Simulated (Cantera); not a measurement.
Transport properties of process gases

Gas mixture: O₂ : CO₂ = 0.83 : 0.71 (molar parts), at 5930 Torr, frozen composition.

Cantera's kinetic-theory transport with the Lennard-Jones parameters of GRI-Mech 3.0, ideal gas; thermal conductivity in the multicomponent form.

| T (K) | ρ (kg/m³) | cp (J/kg/K) | μ (µPa s) | λ (mW/m/K) | Pr | D (cm²/s) N₂ | D (cm²/s) CH₄ | D (cm²/s) O |
|---|---|---|---|---|---|---|---|---|
| 400 | 8.92 | 939.5 | 22.4 | 29.5 | 0.715 | 0.0390 | 0.0427 | 0.0618 |
| 650 | 5.49 | 1064 | 32.7 | 48.1 | 0.721 | 0.0904 | 0.100 | 0.143 |
| 900 | 3.96 | 1144 | 41.2 | 65.1 | 0.724 | 0.157 | 0.175 | 0.247 |
| 1150 | 3.10 | 1195 | 48.7 | 80.5 | 0.724 | 0.237 | 0.264 | 0.372 |
| 1400 | 2.55 | 1231 | 55.6 | 94.5 | 0.724 | 0.328 | 0.368 | 0.516 |
| 1650 | 2.16 | 1257 | 62.0 | 108 | 0.724 | 0.432 | 0.484 | 0.678 |
D: mixture-averaged diffusion coefficient of that species in the mixture.
